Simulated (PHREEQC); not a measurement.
Consider water at 25 °C with 0.021 mol Li2CO3 per kg of water. Closed to the air; pH follows from the charge balance.

All values are PHREEQC results (ion-association model, phreeqc.dat), not measurements.

| Item | Result |
|---|---|
| pH | 11.12 |
| ionic strength | 0.0613 mol/kgw |
| specific conductance | 3800 µS/cm |
| density | 0.999 g/cm³ |
| total alkalinity | 42.0 meq/kg |

| species | molality | activity | log γ |
|---|---|---|---|
| Li+ | 0.0420 | 0.0345 | -0.085 |
| CO3-2 | 0.0193 | 0.00861 | -0.351 |
| OH- | 0.00169 | 0.00135 | -0.098 |
| HCO3- | 0.00169 | 0.00138 | -0.088 |
| CO2 | 2.30e-8 | 2.33e-8 | 0.006 |

No solid was allowed to form. Species that the database lacks are ignored.
